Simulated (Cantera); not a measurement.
# Equilibrium for tantalum, niobium, vanadium and zirconium in process gases: Ta + H2O + O2

Charge: 1 mol Ta, 11 mol H2O, 0.011 mol O2, held at 1.33 mbar.

Equilibrium computed with Cantera from the NASA thermochemical tables; the gas is ideal and each condensed phase is pure. Candidate condensed phases: H2O, Ta, Ta2O5; 12 gas species. The numbers say what is thermodynamically allowed, not how fast it happens.

| T (K) | log p H2O | log p H | log p H2 | log p O | log p OH | log p TaO2 | log p O2 | n Ta2O5(s) | n Ta2O5(l) |
|---|---|---|---|---|---|---|---|---|---|
| 1873 | -2.99 | -4.96 | -3.53 | -7.07 | -5.52 | -8.77 | -6.89 | 0.500 | 0 |
| 1948 | -2.99 | -4.71 | -3.53 | -6.53 | -5.22 | -8.07 | -6.35 | 0.500 | 0 |
| 2023 | -3.00 | -4.49 | -3.54 | -6.02 | -4.93 | -7.42 | -5.85 | 0.500 | 0 |
| 2098 | -3.01 | -4.28 | -3.54 | -5.57 | -4.68 | -6.85 | -5.41 | 0 | 0.499 |
| 2173 | -3.04 | -4.09 | -3.54 | -5.16 | -4.46 | -6.33 | -5.02 | 0 | 0.498 |
| 2248 | -3.08 | -3.90 | -3.54 | -4.80 | -4.27 | -5.84 | -4.72 | 0 | 0.493 |
| 2323 | -3.15 | -3.73 | -3.53 | -4.49 | -4.13 | -5.37 | -4.49 | 0 | 0.479 |
| 2398 | -3.25 | -3.57 | -3.54 | -4.23 | -4.02 | -4.92 | -4.33 | 0 | 0.436 |
| 2473 | -3.40 | -3.43 | -3.57 | -4.01 | -3.97 | -4.49 | -4.23 | 0 | 0.302 |
| 2548 | -3.61 | -3.33 | -3.64 | -3.84 | -3.96 | -4.16 | -4.20 | 0 | 0 |
| 2623 | -3.85 | -3.23 | -3.72 | -3.71 | -4.00 | -4.21 | -4.24 | 0 | 0 |
log p: log10 of the partial pressure in bar; n: condensed amount in mol.

From 1873 K to 2023 K the condensed part is Ta2O5(s). From 2098 K to 2473 K the condensed part is Ta2O5(l). From 2548 K to 2623 K nothing is condensed. The main Ta-bearing gas is TaO2 throughout.
